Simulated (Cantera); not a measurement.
A perfectly stirred reactor is fed with 5.37 % CO, 0.499 % H2, 5.37 % CH4, 15.7 % O2, 59.1 % N2, 14.0 % H2O, equivalence ratio 0.87, at 1.01 bar; it is adiabatic with a 798 K inlet, and is followed from long to short residence time, starting on the burning branch (τ in s: 0.44, 0.14, 0.047, 0.015, 0.0049, 0.0016, 0.00052, 0.00017, 5.5e-05).

Computed with Cantera and GRI-Mech 3.0 (53 species, 325 reactions).

x: mole fraction; the columns are a selection and need not sum to one.

```tsv
τ (s)	T (K)	x CO	x H2	x CH4	x C2H6	x HO2
0.44	2229	0.00534	0.00240	(withheld)	<1e-12	1.94e-6
0.14	2229	0.00558	0.00250	(withheld)	<1e-12	2.02e-6
0.047	2223	0.00620	0.00276	(withheld)	1.93e-12	2.14e-6
0.015	2203	0.00784	0.00350	(withheld)	1.31e-11	2.45e-6
0.0049	2161	0.0111	0.00504	(withheld)	6.73e-11	3.31e-6
0.0016	2092	0.0161	0.00753	(withheld)	3.09e-10	5.42e-6
0.00052	1997	0.0225	0.0107	(withheld)	1.59e-9	9.70e-6
0.00017	1879	0.0314	0.0135	(withheld)	1.16e-8	1.76e-5
5.5e-5	1713	0.0516	0.0147	(withheld)	3.35e-7	4.11e-5
```

**Question.** Complete the blanks.

**Answer.** 
- 0.44, x CH4: 3.91e-7
- 0.14, x CH4: 1.18e-6
- 0.047, x CH4: 3.23e-6
- 0.015, x CH4: 8.54e-6
- 0.0049, x CH4: 2.00e-5
- 0.0016, x CH4: 4.55e-5
- 0.00052, x CH4: 0.000111
- 0.00017, x CH4: 0.000312
- 5.5e-5, x CH4: 0.00146
